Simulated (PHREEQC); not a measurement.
Consider water at 16 °C with 0.051 mol/kgw NiSO4 and 5.9e-05 mol/kgw H3AsO4. Closed to the air; pH follows from the charge balance.

Equilibrium calculation in PHREEQC: ion-association model, wateq4f.dat.

**Question.** The ionic strength comes out as 0.122 mol/kgw. What activity coefficients do SO4-2, H+, Ni+2, HSO4-, H2AsO4- get?

**Answer.** SO4-2 0.35, H+ 0.82, Ni+2 0.36, HSO4- 0.77, H2AsO4- 0.77.

Precipitation was switched off in this run. In wateq4f.dat the enthalpy of Ni(OH)2 has the wrong sign, so its saturation index can't be trusted away from 25 °C. The database has no arsenate complexes of Ni.
